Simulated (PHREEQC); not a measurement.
Synthetic water in mg/L, 20 °C, pH 6.26, pe 8.7: Na 2.46; K 4.56e-05; Ca 6.91; Mg 0.174; Cl 2.02; S(6) as SO4 11.8; Alkalinity as HCO3 10.2; Cu(2) 0.0457; O(0) (dissolved oxygen) 0.0481.

Valence states are taken as typed.

Equilibrium calculation in PHREEQC: ion-association model, phreeqc.dat.

This is a speciation only: nothing precipitates in the calculation.

Problem. What charge-balance error does the model give?

Solution. charge-balance error -0.2 %.

Problem. In which forms is Cu present?

Solution. Cu+2 81 %, CuHCO3+ 6.0 %, Cu(OH)2 5.0 %, CuCO3 4.8 %, CuSO4 1.5 %, CuOH+ 1.4 % of the Cu.

Species that the database lacks are ignored.
